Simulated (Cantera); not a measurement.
An isothermal, constant-pressure homogeneous reactor starts with 7.14 % NO, 92.9 % N2, at 1748 K and 180000 Pa.

Model: GRI-Mech 3.0 (53 species, 325 reactions), integrated in Cantera.

Question: Predict: x(NO) at 10.0 s; x(N2O) at 10.0 s; x(NO2) at 10.0 s; x(O2) at 10.0 s; x(O) at 10.0 s.

Answer: 
| Item | Value |
|---|---|
| x(NO) at 10.0 s | 0.0496 (gas-phase equilibrium 0.00157) |
| x(N2O) at 10.0 s | 1.11e-6 (gas-phase equilibrium 1.35e-7) |
| x(NO2) at 10.0 s | 4.33e-5 (gas-phase equilibrium 2.40e-6) |
| x(O2) at 10.0 s | 0.0109 (gas-phase equilibrium 0.0349) |
| x(O) at 10.0 s | 5.89e-6 (gas-phase equilibrium 1.03e-5) |
